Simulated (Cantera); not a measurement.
# Silicon epitaxy and polysilicon growth: Si₃H₈ + HCl + N₂

Input: 1 mol Si₃H₈, 3.8 mol HCl, 4.2 mol N₂, held at 15000 Pa.

Equilibrium computed with Cantera from the NASA thermochemical tables; the gas is ideal and each condensed phase is pure. Candidate condensed phases: NH₄Cl, Si, Si₃N₄; 28 gas species. The feed counts by its element totals alone. N₂ is the only nitrogen source here; it is nearly inert below about 1500 K, so the nitride shown seldom forms there in practice. The tables' values for SiCl₃, SiCl are old estimates; treat these amounts as uncertain. Rates play no part.

From 923 K to 1823 K the condensed part is Si₃N₄(s). The main Si-bearing gas is SiCl₄ at 923 K and SiCl₂ at 1823 K. The share of Si in condensed phases is highest at 1323 K (95.6 %) and lowest at 1823 K (67.7 %).

| T (K) | x H₂ | x HCl | x N₂ | x SiCl₂ | x SiCl₄ | x SiCl₃ | x SiHCl₃ | x H | n Si₃N₄(s) |
|---|---|---|---|---|---|---|---|---|---|
| 923 | 0.447 | 0.294 | 0.236 | 1.37e-8 | 0.0220 | 2.73e-6 | 0.000119 | 4.22e-10 | 0.927 |
| 1023 | 0.439 | 0.309 | 0.234 | 4.55e-7 | 0.0182 | 1.98e-5 | 0.000219 | 7.08e-9 | 0.939 |
| 1123 | 0.433 | 0.320 | 0.232 | 7.94e-6 | 0.0153 | 9.88e-5 | 0.000355 | 7.24e-8 | 0.948 |
| 1223 | 0.429 | 0.327 | 0.230 | 8.51e-5 | 0.0129 | 0.000372 | 0.000524 | 5.08e-7 | 0.954 |
| 1323 | 0.426 | 0.331 | 0.230 | 0.000620 | 0.0109 | 0.00111 | 0.000711 | 2.67e-6 | 0.956 |
| 1423 | 0.426 | 0.329 | 0.230 | 0.00325 | 0.00864 | 0.00266 | 0.000869 | 1.12e-5 | 0.949 |
| 1523 | 0.429 | 0.313 | 0.234 | 0.0122 | 0.00578 | 0.00486 | 0.000890 | 3.91e-5 | 0.920 |
| 1623 | 0.439 | 0.276 | 0.243 | 0.0320 | 0.00280 | 0.00620 | 0.000691 | 0.000118 | 0.858 |
| 1723 | 0.454 | 0.224 | 0.255 | 0.0596 | 0.000957 | 0.00551 | 0.000400 | 0.000317 | 0.769 |
| 1823 | 0.469 | 0.171 | 0.268 | 0.0867 | 0.000261 | 0.00382 | 0.000190 | 0.000766 | 0.677 |
x: gas mole fraction; n: condensed amount in mol.
